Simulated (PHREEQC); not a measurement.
Synthetic water in mg/kgw, 5 °C, pH 6.89, pe 10.1:

```tsv
constituent	mg/kgw
Na	0.104
K	0.0475
Ca	0.315
Mg	0.116
Cl	0.246
S(6) as SO4	0.655
Alkalinity as HCO3	0.69
Ba	0.000834
B	8.49e-05
N(5) as NO3	0.00674
```

Valence states are taken as typed.

Model: ion-association model, phreeqc.dat, run in PHREEQC.

No solid was allowed to form.

### Question
Estimate the charge-balance error.

### Answer
charge-balance error -1.6 %.

### Question
In which forms is C present?

### Answer
HCO3- 70 %, CO2 30 % of the C.

At this temperature some constants are extrapolated from 25 °C, and those without enthalpy data are left unchanged.
